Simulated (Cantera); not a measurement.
Feed: 1 mol Si, a varied amount of HCl, 20 mol H2, equilibrated at 1275 K and 14.0 bar.

Cantera equilibrium calculation (NASA polynomials, part measured and part estimated; ideal gas, pure solids and liquids). Candidate condensed phases: Si; 19 gas species. Rates play no part.

**Question.** Which condensed phases are stable at each of these points (n(HCl) (mol)): 0.67, 0.9, 1.2, 1.6, 2.2, 2.9, 3.9, 5.3?

**Answer.** 
```csv
n(HCl) (mol),condensed phases,Si condensed (%)
0.67,Si(s),85.3
0.9,Si(s),78.9
1.2,Si(s),70.4
1.6,Si(s),59.0
2.2,Si(s),41.7
2.9,Si(s),21.5
3.9,gas only,0.0
5.3,gas only,0.0
```

From 0.67 mol HCl to 2.9 mol HCl the condensed part is Si(s). From 3.9 mol HCl to 5.3 mol HCl nothing is condensed.
